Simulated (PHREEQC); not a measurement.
Consider water at 20 °C with 0.0072 mol/kgw HNO3, 0.039 mol/kgw K2SO4 and 0.0037 mol/kgw H3BO3. Closed to the air; pH follows from the charge balance.

Computed with PHREEQC (ion-association model, phreeqc.dat).

Each row changes one thing in this solution. No solid was allowed to form.

```
case                                    pH  ionic strength (mol/kgw)  K+ (mol/kgw)  SO4-2 (mol/kgw)  KSO4- (mol/kgw)  HSO4- (mol/kgw)
------------------------------------  ----  ------------------------  ------------  ---------------  ---------------  ---------------
as made                               2.53                     0.107        0.0729           0.0303          0.00506          0.00365
HNO3 from 0.0072 to 0.0108 mol/kgw    2.35                     0.107        0.0732           0.0288          0.00482          0.00534
H3BO3 from 0.0037 to 0.00185 mol/kgw  2.53                     0.107        0.0729           0.0303          0.00506          0.00365
HNO3 left out                          ___                     0.106        0.0724           0.0334          0.00556              ___
K2SO4 from 0.039 to 0.078 mol/kgw     2.66                     0.203         0.141           0.0587           0.0149          0.00444
H3BO3 from 0.0037 to 0.00037 mol/kgw  2.53                     0.107        0.0729           0.0303          0.00506          0.00365
0.0028 mol/kgw NaHCO3 added            ___                     0.109        0.0728              ___          0.00519          0.00226
H3BO3 left out                        2.53                     0.107        0.0729           0.0303          0.00506          0.00365
diluted 100-fold with water            ___                   0.00123      0.000778         0.000386          1.66e-6          2.03e-6
```

What belongs in the gaps?


- HNO3 left out, pH: 6.00
- HNO3 left out, HSO4- (mol/kgw): 1.37e-6
- 0.0028 mol/kgw NaHCO3 added, pH: 2.75
- 0.0028 mol/kgw NaHCO3 added, SO4-2 (mol/kgw): 0.0314
- diluted 100-fold with water, pH: 4.17
